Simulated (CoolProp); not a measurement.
Vapour pressure (MPa) of hydrogen chloride: the reference equation beside estimates from Tc = 324.7 K, pc = 8.314 MPa, ω = 0.130. Clausius-Clapeyron is anchored at 230 K with a constant enthalpy of vaporisation of 14.28 kJ/mol.

The numbers come from the reference Helmholtz-energy equation of state, Thol 2018 in CoolProp.

```csv
T (K),reference,Lee-Kesler,Clausius-Clapeyron,Peng-Robinson
230,0.6832,0.6840,0.6832,0.6824
236.5,0.8617,0.8661,[?],0.8627
243,1.073,1.082,1.019,1.077
249.5,1.321,1.334,1.224,1.328
255.9,[?],1.622,1.454,1.615
262.4,1.935,1.958,1.717,1.952
268.9,2.314,2.341,2.012,2.337
275.4,2.745,2.776,2.339,2.776
281.9,3.233,3.267,2.701,[?]
```

Problem. Some entries are withheld; supply them.

Solution. 
- 236.5, Clausius-Clapeyron: 0.8388
- 255.9, reference: 1.604
- 281.9, Peng-Robinson: 3.272

Absolute difference from the reference over all 9 rows, mean and median: Lee-Kesler 0.9 and 1.1 %, Clausius-Clapeyron 8.9 and 9.4 %, Peng-Robinson 0.7 and 0.7 %.
